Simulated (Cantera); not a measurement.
An adiabatic, constant-volume homogeneous reactor starts with H2 : O2 : N2 = 1 : 0.794 : 2.98 (molar parts), equivalence ratio 0.63, at 1275 K and 28.0 bar. Integrator tolerance rtol = 1e-08.

Cantera simulation using the H2/O2 subset of GRI-Mech 3.0, which has no nitrogen chemistry; the numbers are that mechanism's predictions, not measurements. The hydrogen kinetics of GRI-Mech 3.0 are dated; newer H2 mechanisms differ, most at raised pressure. The pressure lies above the range GRI-Mech 3.0 was tuned for (to about 10 atm).

| quantity | before | after |
|---|---|---|
| time of steepest temperature rise | 35.0 µs | 7.14 µs |
| temperature at 0.200 s | 2931 K | 2862 K |
| equilibrium temperature | 2931 K | 2862 K |
| x(H2) at 0.200 s | 0.00401 (gas-phase equilibrium 0.00401) | 0.00666 (gas-phase equilibrium 0.00666) |
| x(O2) at 0.200 s | 0.0644 (gas-phase equilibrium 0.0644) | 0.0637 (gas-phase equilibrium 0.0637) |
| x(O) at 0.200 s | 0.00298 (gas-phase equilibrium 0.00298) | 0.00501 (gas-phase equilibrium 0.00501) |
| x(HO2) at 0.200 s | 6.26e-5 (gas-phase equilibrium 6.26e-5) | 3.62e-5 (gas-phase equilibrium 3.62e-5) |
| x(H2O2) at 0.200 s | 6.58e-6 (gas-phase equilibrium 6.58e-6) | 2.60e-6 (gas-phase equilibrium 2.60e-6) |
| x(H) at 0.200 s | 0.00106 (gas-phase equilibrium 0.00106) | 0.00239 (gas-phase equilibrium 0.00239) |
| x(H2O) at 0.200 s | 0.218 (gas-phase equilibrium 0.218) | 0.212 (gas-phase equilibrium 0.212) |

Task: Which change was made?
A) initial temperature 1275 to 1450 K
B) pressure from 28.0 bar to 6.00 bar
C) pressure from 28.0 bar to 0.350 bar
D) pressure from 28.0 bar to 1.00 bar

Result: B, pressure from 28.0 bar to 6.00 bar
